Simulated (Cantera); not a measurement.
A closed system holds: 1 mol Fe3O4, 1.1 mol H2O, equilibrated at 1675 K and 100000 Pa.

Equilibrium computed with Cantera from the NASA thermochemical tables; the gas is ideal and each condensed phase is pure. Candidate condensed phases: Fe, FeO, Fe(OH)2, Fe(OH)3, Fe2O3, Fe3O4, H2O; 12 gas species. Equilibrium is a limit: real reactors are often held back by kinetics, nucleation or transport.

Q: What is the equilibrium state?

A: 
- x(H2O): 0.999
- x(H2): 0.000811
- x(O2): 0.000361
- x(OH): 0.000197
- x(Fe(OH)2): 2.65e-5
- x(H): 3.31e-6
- n(Fe3O4(s)): 1.000 mol
- gas amount: 1.101 mol
- log10 activity of Fe(δ) (absent): -3.82
